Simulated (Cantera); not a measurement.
Mixture: CH4 : H2 : O2 : N2 : CO2 = 1 : 0.26 : 1.12 : 4.22 : 0.5 (molar parts), equivalence ratio 1.9, at 1.80 bar, adiabatic and at constant pressure. Ignition delay is the time to a rise of 400 K.

Detailed kinetics in Cantera: GRI-Mech 3.0 (53 species, 325 reactions). Below about 1000 K GRI-Mech 3.0 lacks low-temperature oxidation paths. Below about 950 K walls govern HO2 and H2O2 in real vessels.

Question: What does this change do: pressure from 1.80 bar to 24.0 bar?

Answer: 
```json
[
 {"quantity": "delay at 850 K", "before": "1.73 s", "after": "0.359 s"},
 {"quantity": "delay at 925 K", "before": "0.154 s", "after": "41.1 ms"},
 {"quantity": "delay at 1000 K", "before": "40.2 ms", "after": "7.05 ms"},
 {"quantity": "delay at 1075 K", "before": "18.7 ms", "after": "1.71 ms"},
 {"quantity": "delay at 1150 K", "before": "9.48 ms", "after": "0.591 ms"},
 {"quantity": "delay at 1225 K", "before": "4.81 ms", "after": "0.279 ms"},
 {"quantity": "apparent activation energy between 1075 and 1225 K", "before": "99 kJ/mol", "after": "130 kJ/mol"}
]
```
The pressure lies above the range GRI-Mech 3.0 was tuned for (to about 10 atm).
